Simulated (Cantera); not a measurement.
Thermodynamics of silicon oxide and oxynitride deposition, feed SiH2Cl2 + H2O + N2 + O3

A closed system holds: 1 mol SiH2Cl2, 10 mol H2O, 4 mol N2, 5.2 mol O3, equilibrated at 1575 K and 2.70 mbar.

Cantera equilibrium calculation (NASA polynomials, part measured and part estimated; ideal gas, pure solids and liquids). Candidate condensed phases: H2O, NH4Cl, Si, SiO2, Si2N2O, Si3N4; 47 gas species. The tables hold silica as quartz up to 1696 K and as liquid above; real silica turns to tridymite and cristobalite and melts near 1996 K. The numbers say what is thermodynamically allowed, not how fast it happens.

```yaml
x(H2O): 0.440
x(O2): 0.295
x(N2): 0.175
x(HCl): 0.0816
x(Cl): 0.00592
x(OH): 0.00146
x(NO): 0.000969
x(O): 0.000112
x(H2): 7.66e-5
n(SiO2(β-quartz)): 1.00 mol
gas_amount: 22.84 mol
log10 activity of Si(s) (absent): -17.81
```
